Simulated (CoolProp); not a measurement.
Vapour-liquid equilibrium of cyclohexane (1) + benzene (2) at 13.1 kPa; x and y are mole fractions of (1).

Computed with CoolProp (multi-fluid Helmholtz-energy mixture model, Zhou 2014 and Thol 2012; pair parameters Bell 2016).

Q: Give the bubble temperature and the first vapour's composition at x = 0.05, 0.85, 0.95. Is there an azeotrope?

A: x = 0.05: 298.1 K, y = 0.080; x = 0.85: 296.9 K, y = 0.806; x = 0.95: 297.8 K, y = 0.928. y crosses x between x = 0.45 and 0.55: the model has an azeotrope there.

Pair parameters are fitted to limited data, so mixtures are less certain than the pure fluids.
